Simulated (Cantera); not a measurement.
Input (Python, Cantera):

```python
import numpy as np
import cantera as ct

gas = ct.Solution("h2o2.yaml")
gas.TPX = 900, 1333, {'H2': 0.13, 'O2': 1, 'N2': 0.86}
reactor = ct.IdealGasConstPressureReactor(gas, energy="off", clone=False)
net = ct.ReactorNet([reactor])
net.rtol, net.atol = 1e-08, 1e-18
show = ['H2', 'O2', 'HO2', 'H', 'H2O2']
times = np.geomspace(2e-06, 1, 11)

steps = ct.SolutionArray(gas, extra=["t"])
rows = []
print(f"{'t/s':>10s}{'T/K':>9s}{'P/Pa':>11s}" + "".join(f"{s:>11s}" for s in show))
for t in times:
    while net.time < t:
        t_next = net.step()
        steps.append(gas.state, t=t_next)
    rows.append([np.interp(t, steps.t, y) for y in (steps.T, steps.P, *steps(*show).X.T)])
    print(f"{t:10.3e}{rows[-1][0]:9.1f}{rows[-1][1]:11.4g}" + "".join(f"{x:11.3e}" for x in rows[-1][2:]))
rate = np.gradient(steps.T, steps.t)
print("integrator steps:", len(steps.t))
if steps.T.max() > steps.T[0] + 200:
    print(f"time of steepest temperature rise: {steps.t[rate.argmax()]:.4e} s")
gas.TPX = 900, 1333, {'H2': 0.13, 'O2': 1, 'N2': 0.86}
gas.equilibrate("TP")
print(f"equilibrium (TP): T = {gas.T:.1f} K  " + "  ".join(f"{s} {gas[s].X[0]:.3e}" for s in show))
```

It prints:

```
       t/s      T/K       P/Pa         H2         O2        HO2          H       H2O2
 2.000e-06    900.0       1333  6.533e-02  5.025e-01  3.037e-14  3.031e-14  5.466e-21
 7.429e-06    900.0       1333  6.533e-02  5.025e-01  1.128e-13  1.120e-13  7.494e-20
 2.759e-05    900.0       1333  6.533e-02  5.025e-01  4.195e-13  4.094e-13  1.003e-18
 1.025e-04    900.0       1333  6.533e-02  5.025e-01  1.563e-12  1.459e-12  1.387e-17
 3.807e-04    900.0       1333  6.533e-02  5.025e-01  5.866e-12  5.423e-12  1.925e-16
 1.414e-03    900.0       1333  6.533e-02  5.025e-01  2.312e-11  3.777e-11  2.746e-15
 5.253e-03    900.0       1333  6.533e-02  5.025e-01  5.612e-10  7.899e-09  9.641e-14
 1.951e-02    900.0       1333  1.527e-02  4.809e-01  6.707e-06  1.904e-02  1.632e-07
 7.248e-02    900.0       1333  3.217e-04  4.852e-01  4.197e-06  1.694e-04  1.143e-07
 2.692e-01    900.0       1333  2.892e-05  4.857e-01  9.227e-07  2.036e-06  5.555e-08
 1.000e+00    900.0       1333  2.704e-06  4.857e-01  1.471e-07  5.999e-08  2.135e-08
integrator steps: 1424
equilibrium (TP): T = 900.0 K  H2 2.702e-12  O2 4.857e-01  HO2 8.250e-11  H 1.675e-15  H2O2 3.699e-12
```

Detailed kinetics in Cantera: the H2/O2 subset of GRI-Mech 3.0, which has no nitrogen chemistry. Radical loss at walls, strong at low pressure, is not modelled. Below about 950 K walls govern HO2 and H2O2 in real vessels. The temperature is held fixed by assumption; the heat of reaction is taken as removed at once.
